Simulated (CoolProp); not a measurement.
Vapour-liquid equilibrium of acetone (1) + water (2) at 1930 kPa; x and y are mole fractions of (1).

The numbers come from the multi-fluid Helmholtz-energy mixture model, Lemmon 2006 and Wagner 2002; pair parameters Bell 2016 in CoolProp.

| x | bubble temperature (°C) | y at the bubble point | dew temperature at overall composition x (°C) | liquid density (mol/L) |
|---|---|---|---|---|
| 0.05 | 204.4 | 0.146 | 208.6 | 42.15 |
| 0.2 | 191.9 | 0.406 | 202.0 | 30.97 |
| 0.35 | 185.8 | 0.530 | 194.7 | 23.65 |
| 0.5 | 182.4 | 0.616 | 187.2 | 18.61 |
| 0.65 | 180.0 | 0.705 | 181.3 | 15.01 |
| 0.8 | 178.6 | 0.813 | 178.7 | 12.35 |
| 0.95 | 178.3 | 0.949 | 178.3 | 10.32 |

y crosses x between x = 0.8 and 0.95: the model has an azeotrope there.

Pair parameters are fitted to limited data, so mixtures are less certain than the pure fluids.
